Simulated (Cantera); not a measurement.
A closed system holds: 1 mol Al, 0.65 mol N₂O, a varied amount of H₂, at 1623 K and 133 Pa.

Method: chemical equilibrium by Gibbs-energy minimisation in Cantera with the NASA 1993 tables (ideal gas, pure condensed phases). Candidate condensed phases: Al, AlN, Al₂O₃, H₂O; 35 gas species. Mutual solubility and eutectic melting of coexisting phases are not modelled. Kinetics and transport are ignored.

Q: What share of the Al ends up in condensed phases as a function of n(H₂) (mol), at 97, 120, 160, 200, 250, 320, 410, 520, 670, 850?

A: 
```tsv
n(H₂) (mol)	Al condensed (%)	as
97	86.2	AlN(s) + Al₂O₃(s)
120	81.3	AlN(s) + Al₂O₃(s)
160	72.2	AlN(s) + Al₂O₃(s)
200	62.4	AlN(s) + Al₂O₃(s)
250	49.7	AlN(s) + Al₂O₃(s)
320	35.7	Al₂O₃(s)
410	36.1	Al₂O₃(s)
520	36.4	Al₂O₃(s)
670	36.8	Al₂O₃(s)
850	37.1	Al₂O₃(s)
```
